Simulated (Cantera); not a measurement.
An adiabatic, constant-volume homogeneous reactor starts with CH4 : O2 : N2 = 1 : 2 : 7.52 (molar parts), equivalence ratio 1.0, at 1375 K and 100000 Pa. Integrator tolerance rtol = 1e-08.

Detailed kinetics in Cantera: GRI-Mech 3.0 (53 species, 325 reactions).

Task: What does this change do: 0.91 parts H2O added?

Result: 
```tsv
quantity	before	after
time of steepest temperature rise	4.40 ms	5.46 ms
temperature at 3.00 s	2868 K	2776 K
equilibrium temperature	2868 K	2776 K
x(CH4) at 3.00 s	<1e-12 (gas-phase equilibrium <1e-12)	<1e-12 (gas-phase equilibrium <1e-12)
x(O2) at 3.00 s	0.0199 (gas-phase equilibrium 0.0199)	0.0180 (gas-phase equilibrium 0.0180)
x(CH3) at 3.00 s	<1e-12 (gas-phase equilibrium <1e-12)	<1e-12 (gas-phase equilibrium <1e-12)
x(CH2CO) at 3.00 s	<1e-12 (gas-phase equilibrium <1e-12)	<1e-12 (gas-phase equilibrium <1e-12)
x(H2O) at 3.00 s	0.145 (gas-phase equilibrium 0.145)	0.209 (gas-phase equilibrium 0.209)
x(C2H) at 3.00 s	<1e-12 (gas-phase equilibrium <1e-12)	<1e-12 (gas-phase equilibrium <1e-12)
x(C2H4) at 3.00 s	<1e-12 (gas-phase equilibrium <1e-12)	<1e-12 (gas-phase equilibrium <1e-12)
```
